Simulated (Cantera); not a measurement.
# Gas activation for diamond growth

A perfectly stirred reactor is fed with 2.94 % CH4, 89.2 % H2, 7.85 % H, at 0.0120 bar; it is held at 1675 K, and followed from long to short residence time.

Model: GRI-Mech 3.0 (53 species, 325 reactions), integrated in Cantera. GRI-Mech 3.0 stops at C3 and has no aromatics, soot or wall deposition, so with more carbon than oxygen in the feed, carbon stays in small species such as C2H2 where larger ones or solid carbon would form. Radical loss at walls, strong at low pressure, is not modelled.

```json
[
 {"τ (s)": "4.7", "x CH4": "0.00435", "x H2": "0.980", "x H": "0.00300", "x C2H4": "1.26e-5", "x C2H6": "2.25e-7"},
 {"τ (s)": "1.4", "x CH4": "0.00495", "x H2": "0.978", "x H": "0.00469", "x C2H4": "1.66e-5", "x C2H6": "4.46e-7"},
 {"τ (s)": "0.39", "x CH4": "0.00523", "x H2": "0.974", "x H": "0.00771", "x C2H4": "2.45e-5", "x C2H6": "7.85e-7"},
 {"τ (s)": "0.11", "x CH4": "0.00525", "x H2": "0.969", "x H": "0.0125", "x C2H4": "3.73e-5", "x C2H6": "1.23e-6"},
 {"τ (s)": "0.032", "x CH4": "0.00552", "x H2": "0.962", "x H": "0.0189", "x C2H4": "5.75e-5", "x C2H6": "1.97e-6"},
 {"τ (s)": "0.0092", "x CH4": "0.00653", "x H2": "0.954", "x H": "0.0265", "x C2H4": "9.17e-5", "x C2H6": "3.67e-6"},
 {"τ (s)": "0.0027", "x CH4": "0.00827", "x H2": "0.943", "x H": "0.0352", "x C2H4": "0.000140", "x C2H6": "7.22e-6"},
 {"τ (s)": "0.00076", "x CH4": "0.0105", "x H2": "0.930", "x H": "0.0455", "x C2H4": "0.000190", "x C2H6": "1.29e-5"}
]
```
x: mole fraction; the columns are a selection and need not sum to one.
